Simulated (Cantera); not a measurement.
An isothermal, constant-pressure homogeneous reactor starts with 19.2 % CH4, 80.8 % H2O, at 1325 K and 1900000 Pa.

Computed with Cantera and GRI-Mech 3.0 (53 species, 325 reactions). The pressure lies above the range GRI-Mech 3.0 was tuned for (to about 10 atm).

Q: Predict: x(CH4) at 7.00 s; x(H2O) at 7.00 s; x(H2) at 7.00 s; x(CH2O) at 7.00 s.

A: 
| Property | Result |
|---|---|
| x(CH4) at 7.00 s | 0.146 (gas-phase equilibrium 0.000390) |
| x(H2O) at 7.00 s | 0.763 (gas-phase equilibrium 0.401) |
| x(H2) at 7.00 s | 0.0663 (gas-phase equilibrium 0.460) |
| x(CH2O) at 7.00 s | 1.08e-6 (gas-phase equilibrium 3.83e-7) |
